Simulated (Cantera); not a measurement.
An adiabatic, constant-pressure homogeneous reactor starts with 4.84 % CH4, 0.232 % CO, 9.77 % O2, 85.2 % N2, at 1325 K and 4.84 atm.

Model: GRI-Mech 3.0 (53 species, 325 reactions), integrated in Cantera.

Task: Predict: time of steepest temperature rise; temperature at 1.00 s; equilibrium temperature; x(CO) at 1.00 s; x(O2) at 1.00 s; x(OH) at 1.00 s; x(N2O) at 1.00 s; x(NO2) at 1.00 s; x(H2O2) at 1.00 s.

Result: 
- time of steepest temperature rise = 5.34 ms
- temperature at 1.00 s = 2300 K
- equilibrium temperature = 2300 K
- x(CO) at 1.00 s = 0.00517 (gas-phase equilibrium 0.00517)
- x(O2) at 1.00 s = 0.00214 (gas-phase equilibrium 0.00214)
- x(OH) at 1.00 s = 0.00152 (gas-phase equilibrium 0.00152)
- x(N2O) at 1.00 s = 2.10e-7 (gas-phase equilibrium 2.10e-7)
- x(NO2) at 1.00 s = 4.11e-7 (gas-phase equilibrium 4.11e-7)
- x(H2O2) at 1.00 s = 4.24e-8 (gas-phase equilibrium 4.24e-8)
